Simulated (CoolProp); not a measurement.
Vapour-liquid equilibrium of n-hexane (1) + o-xylene (2) at 17.65 °C; x and y are mole fractions of (1).

The numbers come from the multi-fluid Helmholtz-energy mixture model, Thol 2019 and Zhou 2012; pair parameters Bell 2016 in CoolProp.

Task: Give the bubble pressure and the first vapour's composition at x = 0.05, 0.15, 0.65. Is there an azeotrope?

Result: x = 0.05: 0.001485 MPa, y = 0.632; x = 0.15: 0.003191 MPa, y = 0.846; x = 0.65: 0.01007 MPa, y = 0.977. No azeotrope shows between x = 0.05 and 0.95.

The pair parameters rest on a limited set of measurements; away from them the model extrapolates.
